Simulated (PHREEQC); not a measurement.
A solution holds 0.18 mol/kgw HF, 0.0001 mol/kgw (CH3)4NF and 0.00014 mol/kgw H2SO4, at 40 °C. Closed to the air; pH follows from the charge balance.

All values are PHREEQC results (ion-association model, phreeqc.dat), not measurements.

This is a speciation only: nothing precipitates in the calculation.

Question: Order these F species by the share of F that they hold, largest first: HF, HF2-, F-.

Answer: HF (90 %), HF2- (5.9 %), F- (4.3 %)

The pH is 1.93 and the ionic strength 0.0134 mol/kgw. (CH3)4N+ isn't in the database: it is added as a free cation with an ion size of 4 Å. Constants without temperature data keep their 25 °C values here.
